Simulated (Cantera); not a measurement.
Cantera run:

```python
import numpy as np
import cantera as ct

gas_names = """
    CL CL2 H HCL H2 Si SiCL SiCL2 SiCL3 SiCL4 SiH SiHCL3 SiH2 SiH2CL2 SiH3 SiH3CL SiH4 Si2 Si3
""".split()
cond_names = """
    Si(cr) Si(L)
""".split()


# ... load() reads the species with a 1 bar reference pressure and builds the phases ...
atoms = {
    'Si': {'Si': 1},
    'HCl': {'H': 1, 'CL': 1},
    'H2': {'H': 2},
}
top_T = {}  # K; cautious upper limits of use, not melting points


# ... equilibrate(T, P, feed) seeds the gas with the atoms and calls Mixture.equilibrate('TP', solver="vcs", rtol=1e-11, max_steps=5000) ...
results = []
T = 550  # K
P = 35000  # Pa
for m in [0.59, 0.69, 0.81, 0.94, 1.1, 1.3, 1.5, 1.7, 2, 2.3, 2.7, 3.2, 3.7]:
    feed = {'Si': 1, 'HCl': m, 'H2': 6}  # mol
    mix = equilibrate(T, P, feed)
    results.append((T, P, feed, dict(zip(mix.species_names, mix.species_moles))))

top = {s: max(r[3][s] / sum(r[3][g] for g in gas_names) for r in results) for s in gas_names}
cols = sorted((s for s in top if top[s] > 0.0001), key=lambda s: -top[s])[:6]
seen = [c for c in cond_names if any(r[3].get(c, 0) > 1e-12 for r in results)]
print("log10 of partial pressures in bar; condensed amounts in mol")
print(f"{'n(HCl)':>10s}" + "".join(f"{s[:9]:>10s}" for s in cols + seen))
for T, P, feed, n in results:
    ng = sum(n[g] for g in gas_names)
    print(f"{feed['HCl']:10.4g}" + "".join(f"{np.log10(max(n[s] / ng * P / 1e5, 1e-99)):10.3f}" for s in cols)
          + "".join(f"{n.get(c, 0):10.4g}" for c in seen))
```

Result:

```
log10 of partial pressures in bar; condensed amounts in mol
    n(HCl)        H2     SiCL4    SiHCL3   SiH2CL2    Si(cr)
      0.59    -0.467    -2.322    -2.371    -3.794    0.8315
      0.69    -0.469    -2.251    -2.318    -3.760    0.8036
      0.81    -0.471    -2.180    -2.266    -3.726    0.7702
      0.94    -0.474    -2.115    -2.218    -3.696    0.7342
       1.1    -0.476    -2.047    -2.168    -3.665      0.69
       1.3    -0.479    -1.976    -2.117    -3.633    0.6349
       1.5    -0.483    -1.917    -2.074    -3.606    0.5799
       1.7    -0.485    -1.867    -2.038    -3.584     0.525
         2    -0.490    -1.803    -1.992    -3.556    0.4429
       2.3    -0.494    -1.750    -1.954    -3.534     0.361
       2.7    -0.499    -1.691    -1.913    -3.509     0.252
       3.2    -0.505    -1.631    -1.871    -3.485    0.1161
       3.7    -0.509    -1.547    -1.933    -3.694         0
```

Cantera equilibrium calculation (NASA polynomials, part measured and part estimated; ideal gas, pure solids and liquids).
